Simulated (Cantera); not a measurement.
Charge: 1 mol Si, a varied amount of HF, at 900 K and 1.33 mbar.

Cantera equilibrium calculation (NASA polynomials, part measured and part estimated; ideal gas, pure solids and liquids). Candidate condensed phases: Si; 25 gas species. Equilibrium is a limit: real reactors are often held back by kinetics, nucleation or transport.

Which condensed phases are stable at each of these points (n(HF) (mol)): 2.2, 3.4, 4.6, 5.9, 7.1, 8.3, 9.5, 11, 12, 13, 14, 16?


| n(HF) (mol) | condensed phases | Si condensed (%) |
|---|---|---|
| 2.2 | Si(s) | 44.7 |
| 3.4 | Si(s) | 14.6 |
| 4.6 | gas only | 0.0 |
| 5.9 | gas only | 0.0 |
| 7.1 | gas only | 0.0 |
| 8.3 | gas only | 0.0 |
| 9.5 | gas only | 0.0 |
| 11 | gas only | 0.0 |
| 12 | gas only | 0.0 |
| 13 | gas only | 0.0 |
| 14 | gas only | 0.0 |
| 16 | gas only | 0.0 |

From 2.2 mol HF to 3.4 mol HF the condensed part is Si(s). From 4.6 mol HF to 16 mol HF nothing is condensed.
